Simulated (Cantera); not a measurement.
Input: 1 mol SiCl₄, 0.27 mol O₂, held at 0.250 bar.

Cantera equilibrium calculation (NASA polynomials, part measured and part estimated; ideal gas, pure solids and liquids). Candidate condensed phases: Si, SiO₂; 15 gas species. The tables hold silica as quartz up to 1696 K and as liquid above; real silica turns to tridymite and cristobalite and melts near 1996 K. The numbers say what is thermodynamically allowed, not how fast it happens.

Task: Which condensed phases are stable at each of these points (T (°C)): 327, 427, 527, 627, 727, 827, 927, 1027, 1127, 1227, 1327, 1427, 1527, 1627?

Result: 
```json
[
 {"T (°C)": "327", "condensed phases": "SiO₂(α-quartz)", "Si condensed (%)": "27.0"},
 {"T (°C)": "427", "condensed phases": "SiO₂(α-quartz)", "Si condensed (%)": "27.0"},
 {"T (°C)": "527", "condensed phases": "SiO₂(α-quartz)", "Si condensed (%)": "27.0"},
 {"T (°C)": "627", "condensed phases": "SiO₂(β-quartz)", "Si condensed (%)": "27.0"},
 {"T (°C)": "727", "condensed phases": "SiO₂(β-quartz)", "Si condensed (%)": "27.0"},
 {"T (°C)": "827", "condensed phases": "SiO₂(β-quartz)", "Si condensed (%)": "27.0"},
 {"T (°C)": "927", "condensed phases": "SiO₂(β-quartz)", "Si condensed (%)": "27.0"},
 {"T (°C)": "1027", "condensed phases": "SiO₂(β-quartz)", "Si condensed (%)": "27.0"},
 {"T (°C)": "1127", "condensed phases": "SiO₂(β-quartz)", "Si condensed (%)": "27.0"},
 {"T (°C)": "1227", "condensed phases": "SiO₂(β-quartz)", "Si condensed (%)": "27.0"},
 {"T (°C)": "1327", "condensed phases": "SiO₂(β-quartz)", "Si condensed (%)": "27.0"},
 {"T (°C)": "1427", "condensed phases": "SiO₂(condensed)", "Si condensed (%)": "27.0"},
 {"T (°C)": "1527", "condensed phases": "SiO₂(condensed)", "Si condensed (%)": "27.0"},
 {"T (°C)": "1627", "condensed phases": "SiO₂(condensed)", "Si condensed (%)": "27.0"}
]
```

From 327 °C to 527 °C the condensed part is SiO₂(α-quartz). From 627 °C to 1327 °C the condensed part is SiO₂(β-quartz). From 1427 °C to 1627 °C the condensed part is SiO₂(condensed).
